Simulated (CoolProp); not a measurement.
Vapour-liquid equilibrium of diethyl ether (1) + benzene (2) at 158.25 °C; x and y are mole fractions of (1).

The numbers come from the multi-fluid Helmholtz-energy mixture model, Thol 2014 and Thol 2012; pair parameters Bell 2016 in CoolProp.

```
x      bubble pressure, mixture model (MPa)  bubble pressure, Raoult's law (MPa)  y, mixture model  y, Raoult's law
-----  ------------------------------------  -----------------------------------  ----------------  ---------------
0.05                                 0.7473                               0.7552             0.115            0.136
0.125                                0.8387                               0.8580             0.258            0.300
0.2                                  0.9308                               0.9609             0.374            0.428
0.275                                 1.024                                1.064             0.472            0.532
0.35                                  1.119                                1.167             0.555            0.618
0.425                                 1.215                                1.270             0.627            0.689
0.5                                   1.313                                1.373             0.691            0.750
0.575                                 1.414                                1.475             0.748            0.802
0.65                                  1.517                                1.578             0.799            0.848
0.725                                 1.624                                1.681             0.847            0.888
0.8                                   1.735                                1.784             0.891            0.923
0.875                                 1.851                                1.887             0.933            0.955
0.95                                  1.973                                1.990             0.973            0.983
```

The largest gap from Raoult's law is -4.4 % in bubble pressure, at x = 0.5. No azeotrope shows between x = 0.05 and 0.95.

The pair parameters rest on a limited set of measurements; away from them the model extrapolates.
